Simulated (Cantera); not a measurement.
Standard-state values (1 bar) from the NASA 1993 polynomials, evaluated with Cantera. Values are per mole of reaction as written; species without (g) are pure solids or liquids, kept so even where they would boil at 1 bar.

H₂S(g) + Ca(g) ⇌ H₂(g) + CaS, with ΔH° = -630.5 kJ and ΔS° = -173.2 J/K at 300 K.

Q: How far is the shortcut ΔG° ≈ ΔH°(300 K) − T·ΔS°(300 K) from the full temperature-dependent value at 473, 573, 673, 773, 873, 973, 1073, 1173, 1273, 1373, 1473 K?

A: 
| T (K) | shortcut (kJ) | full (kJ) | difference (kJ) | difference in log10 K |
|---|---|---|---|---|
| 473 | -548.5 | -549.5 | 0.9 | -0.10 |
| 573 | -531.2 | -533.3 | 2.1 | -0.19 |
| 673 | -513.9 | -517.6 | 3.7 | -0.29 |
| 773 | -496.6 | -502.2 | 5.6 | -0.38 |
| 873 | -479.2 | -487.0 | 7.8 | -0.46 |
| 973 | -461.9 | -472.0 | 10.1 | -0.54 |
| 1073 | -444.6 | -457.3 | 12.7 | -0.62 |
| 1173 | -427.3 | -442.6 | 15.4 | -0.68 |
| 1273 | -409.9 | -428.2 | 18.2 | -0.75 |
| 1373 | -392.6 | -413.8 | 21.2 | -0.81 |
| 1473 | -375.3 | -399.6 | 24.3 | -0.86 |
The shortcut ignores the heat-capacity change of the reaction.
